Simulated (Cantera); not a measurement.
Cantera run, input and output.

```python
import numpy as np
import cantera as ct

gas = ct.Solution("h2o2.yaml")
gas.TPX = 1148, 310, {'H2': 0.0091, 'O2': 1, 'N2': 0.21}
reactor = ct.IdealGasConstPressureReactor(gas, energy="off", clone=False)
net = ct.ReactorNet([reactor])
net.rtol, net.atol = 1e-08, 1e-18
show = ['H2', 'O2', 'H', 'H2O', 'HO2', 'O']
times = np.geomspace(5e-05, 1, 14)

steps = ct.SolutionArray(gas, extra=["t"])
rows = []
print(f"{'t/s':>10s}{'T/K':>9s}{'P/Pa':>11s}" + "".join(f"{s:>11s}" for s in show))
for t in times:
    while net.time < t:
        t_next = net.step()
        steps.append(gas.state, t=t_next)
    rows.append([np.interp(t, steps.t, y) for y in (steps.T, steps.P, *steps(*show).X.T)])
    print(f"{t:10.3e}{rows[-1][0]:9.1f}{rows[-1][1]:11.4g}" + "".join(f"{x:11.3e}" for x in rows[-1][2:]))
rate = np.gradient(steps.T, steps.t)
print("integrator steps:", len(steps.t))
if steps.T.max() > steps.T[0] + 200:
    print(f"time of steepest temperature rise: {steps.t[rate.argmax()]:.4e} s")
gas.TPX = 1148, 310, {'H2': 0.0091, 'O2': 1, 'N2': 0.21}
gas.equilibrate("TP")
print(f"equilibrium (TP): T = {gas.T:.1f} K  " + "  ".join(f"{s} {gas[s].X[0]:.3e}" for s in show))
```

It prints:

```
       t/s      T/K       P/Pa         H2         O2          H        H2O        HO2          O
 5.000e-05   1148.0        310  7.465e-03  8.203e-01  2.142e-11  1.620e-14  2.337e-11  1.967e-12
 1.071e-04   1148.0        310  7.465e-03  8.203e-01  4.175e-11  1.508e-13  5.007e-11  8.450e-12
 2.294e-04   1148.0        310  7.465e-03  8.203e-01  7.452e-11  1.325e-12  1.073e-10  3.401e-11
 4.915e-04   1148.0        310  7.465e-03  8.203e-01  1.169e-10  1.061e-11  2.298e-10  1.233e-10
 1.053e-03   1148.0        310  7.465e-03  8.203e-01  1.690e-10  7.445e-11  4.924e-10  3.972e-10
 2.255e-03   1148.0        310  7.465e-03  8.203e-01  2.787e-10  4.682e-10  1.055e-09  1.243e-09
 4.831e-03   1148.0        310  7.465e-03  8.203e-01  6.726e-10  3.048e-09  2.262e-09  4.629e-09
 1.035e-02   1148.0        310  7.464e-03  8.203e-01  3.549e-09  2.912e-08  4.866e-09  3.038e-08
 2.217e-02   1148.0        310  7.463e-03  8.203e-01  1.072e-07  1.059e-06  1.143e-08  9.612e-07
 4.749e-02   1148.0        310  5.999e-03  8.189e-01  1.343e-04  1.119e-03  2.828e-07  9.816e-04
 1.017e-01   1148.0        310  4.290e-05  8.134e-01  3.776e-04  6.957e-03  2.200e-07  6.407e-03
 2.179e-01   1148.0        310  2.849e-05  8.136e-01  3.307e-04  7.024e-03  2.027e-07  6.254e-03
 4.668e-01   1148.0        310  2.651e-05  8.140e-01  2.957e-04  7.054e-03  1.964e-07  5.798e-03
 1.000e+00   1148.0        310  2.287e-05  8.148e-01  2.353e-04  7.108e-03  1.839e-07  4.971e-03
integrator steps: 671
equilibrium (TP): T = 1148.0 K  H2 6.142e-10  O2 8.196e-01  H 3.210e-11  H2O 7.491e-03  HO2 1.314e-09  O 1.299e-07
```

Computed with Cantera and the H2/O2 subset of GRI-Mech 3.0, which has no nitrogen chemistry. Radical loss at walls, strong at low pressure, is not modelled.
